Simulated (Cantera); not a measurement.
Charge: 1 mol Mg(OH)2, 2.1 mol CO2, 2.2 mol H2, at 1423 K and 0.220 bar.

Method: chemical equilibrium by Gibbs-energy minimisation in Cantera with the NASA 1993 tables (ideal gas, pure condensed phases). Candidate condensed phases: C, C6H6, C7H8, C8H18, H2O, Mg, MgCO3, MgO, Mg(OH)2; 116 gas species. Rates play no part.

Base state: H2O 0.401, CO 0.212, H2 0.203, CO2 0.184 (mole fractions); condensed: MgO(s).

What changes in the equilibrium state with this change: H2 from 2.2 to 0.042 mol?


| species | before | after |
|---|---|---|
| CO2 | 0.184 | 0.657 |
| H2O | 0.401 | 0.329 |
| CO | 0.212 | 0.0109 |
| H2 | 0.203 | 0.00242 |
| MgO(s), mol | 1.00 | 1.00 |
